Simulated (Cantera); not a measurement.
A closed system holds: 1 mol V, a varied amount of O2, 10 mol N2, 0.11 mol N2O, at 1075 °C and 1.40 Pa.

Cantera equilibrium calculation (NASA polynomials, part measured and part estimated; ideal gas, pure solids and liquids). Candidate condensed phases: V, VN, VO, V2O3, V2O4, V2O5; 13 gas species. Mutual solubility and eutectic melting of coexisting phases are not modelled. Condensed phases not in the tables: the oxides between V2O3 and V2O5 other than VO2. The numbers say what is thermodynamically allowed, not how fast it happens.

Task: At 0.71 mol O2, list the 4 most abundant gas species with their mole fractions, and the condensed phases.

Result: N2 0.999, O2 0.000360, VO2 0.000115, NO 2.49e-5. Condensed: V2O3(s) + V2O4(s).
